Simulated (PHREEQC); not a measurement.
A solution holds 17 mmol/kgw ZnCl2 and 0.094 mmol/kgw (CH3)4NCl, at 25 °C and 500 atm. Closed to the air; pH follows from the charge balance.

Model: ion-association model, phreeqc.dat, run in PHREEQC.

This is a speciation only: nothing precipitates in the calculation.

Question: Estimate the pH.

Answer: pH 5.39.

Question: In which forms is Zn present?

Answer: Zn+2 95 %, ZnCl+ 4.9 % of the Zn.

Under pressure, the constants of complexes without a molar volume in the database are unreliable. (CH3)4N+ isn't in the database: it is added as a free cation with an ion size of 4 Å.
